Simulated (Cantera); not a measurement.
Input: 1 mol SiO₂, 0.014 mol Si, 3.6 mol N₂, equilibrated at 1327 °C and 13.3 mbar.

Cantera equilibrium calculation (NASA polynomials, part measured and part estimated; ideal gas, pure solids and liquids). Candidate condensed phases: Si, SiO₂, Si₂N₂O, Si₃N₄; 16 gas species. The tables hold silica as quartz up to 1696 K and as liquid above; real silica turns to tridymite and cristobalite and melts near 1996 K. Kinetics and transport are ignored.

Base state: N₂ 0.992, SiO 0.00772 (mole fractions); condensed: SiO₂(β-quartz).

Q: What changes in the equilibrium state with this change: SiO₂ replaced by Si₃N₄?

A: 
```
species               before  after
-------------------  -------  -----
N₂                     0.992  1.000
SiO                  0.00772      0
SiO₂(β-quartz), mol    0.986      0
Si₃N₄(s), mol              0   1.00
```
